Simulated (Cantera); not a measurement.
Charge: 1 mol Cu₂O, 6.9 mol C, 4.8 mol N₂, held at 10.0 mbar.

Cantera equilibrium calculation (NASA polynomials, part measured and part estimated; ideal gas, pure solids and liquids). Candidate condensed phases: C, Cu, CuO, Cu₂O; 27 gas species. Kinetics and transport are ignored.

Q: At 1725 K, list the 4 most abundant gas species with their mole fractions, and the condensed phases.

A: N₂ 0.809, CO 0.169, Cu 0.0219, Cu₂ 2.99e-5. Condensed: C(graphite) + Cu(l).
